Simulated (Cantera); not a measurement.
Feed: 1 mol CuO, 1.6 mol CO, 0.75 mol H₂, equilibrated at 0.000380 bar.

Method: chemical equilibrium by Gibbs-energy minimisation in Cantera with the NASA 1993 tables (ideal gas, pure condensed phases). Candidate condensed phases: C, C₆H₆, C₇H₈, C₈H₁₈, Cu, CuO, Cu(OH)₂, Cu₂O, H₂O; 113 gas species. Rates play no part.

Which condensed phases are stable at each of these points (T (°C)): 777, 927, 1077, 1227, 1377, 1527, 1677, 1827?


```
T (°C)  condensed phases  Cu condensed (%)
------  ----------------  ----------------
777                Cu(s)             100.0
927                Cu(s)             100.0
1077               Cu(s)              99.7
1227               Cu(l)              94.8
1377               Cu(l)              35.9
1527            gas only               0.0
1677            gas only               0.0
1827            gas only               0.0
```

From 777 °C to 1077 °C the condensed part is Cu(s). From 1227 °C to 1377 °C the condensed part is Cu(l). From 1527 °C to 1827 °C nothing is condensed.
